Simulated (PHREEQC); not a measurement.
0.1 mol of Cerargyrite (AgCl) is brought to equilibrium with 1 kg of water holding 0.0044 mol KCl, with rising amounts of CsOH, at 20 °C. O2 is buffered at 0.21 atm. CO2 from the air is kept out. Only these solids could form: Cerargyrite, Ag2O.

Equilibrium calculation in PHREEQC: ion-association model, wateq4f.dat.

### Question
Predict dissolved Ag (mol/kgw), Ag(OH)2- (mol/kgw) at CsOH added (mol) = 0.167, 0.208.

### Answer
| CsOH added (mol) | dissolved Ag (mol/kgw) | Ag(OH)2- (mol/kgw) |
|---|---|---|
| 0.167 | 1.57e-5 | 1.47e-5 |
| 0.208 | 2.36e-5 | 2.25e-5 |

Species that the database lacks are ignored.
